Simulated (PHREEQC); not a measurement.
Make-up at 76 °C: 0.00046 mol/kgw Ca(HCO3)2 and 0.25 mol/kgw NaCl. Closed to the air; pH follows from the charge balance.

All values are PHREEQC results (Pitzer model, pitzer.dat), not measurements.

The pH is 7.67. The ionic strength is 0.251 mol/kgw and the activity of water comes out as 0.992. The specific conductance is 56800 µS/cm and the density is 0.984 g/cm³. The osmotic coefficient is 0.917 and the total alkalinity is 0.920 meq/kg.

```json
[
 {"species": "Cl-", "molality": "0.250", "activity": "0.171", "log γ": "-0.166"},
 {"species": "Na+", "molality": "0.250", "activity": "0.179", "log γ": "-0.145"},
 {"species": "HCO3-", "molality": "0.000882", "activity": "0.000621", "log γ": "-0.152"},
 {"species": "Ca+2", "molality": "0.000460", "activity": "0.000110", "log γ": "-0.622"},
 {"species": "CO2", "molality": "2.67e-5", "activity": "2.78e-5", "log γ": "0.017"},
 {"species": "OH-", "molality": "1.50e-5", "activity": "9.93e-6", "log γ": "-0.178"}
]
```

Precipitation was switched off in this run. At this temperature some constants are extrapolated from 25 °C, and those without enthalpy data are left unchanged.
